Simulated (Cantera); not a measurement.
Feed: 1 mol SF6, 2.6 mol H2, 0.44 mol N2, held at 0.00133 bar.

Equilibrium computed with Cantera from the NASA thermochemical tables; the gas is ideal and each condensed phase is pure. Candidate condensed phases: S; 35 gas species. The tables' values for S2F2 (SSF2), SF3, FS2F (FSSF) are old estimates; treat these amounts as uncertain. Kinetics and transport are ignored. All values below are at 1700 K.

Base state: HF 0.799, N2 0.0676, S2 0.0494, F 0.0351, SF2 0.0347, SF 0.00687, S2F2 (SSF2) 0.00546, S 0.00192 (mole fractions); condensed: gas only.

Task: What changes in the equilibrium state with this change: SF6 replaced by N2O?

Result: 
| species | before | after |
|---|---|---|
| H2 | <1e-9 | 0.394 |
| N2 | 0.0676 | 0.356 |
| H2O | 0 | 0.247 |
| HF | 0.799 | 0 |
| S2 | 0.0494 | 0 |
| F | 0.0351 | 0 |
| SF2 | 0.0347 | 0 |
| SF | 0.00687 | 0 |
| S2F2 (SSF2) | 0.00546 | 0 |
| S | 0.00192 | 0 |
Further candidate phases: H2O.
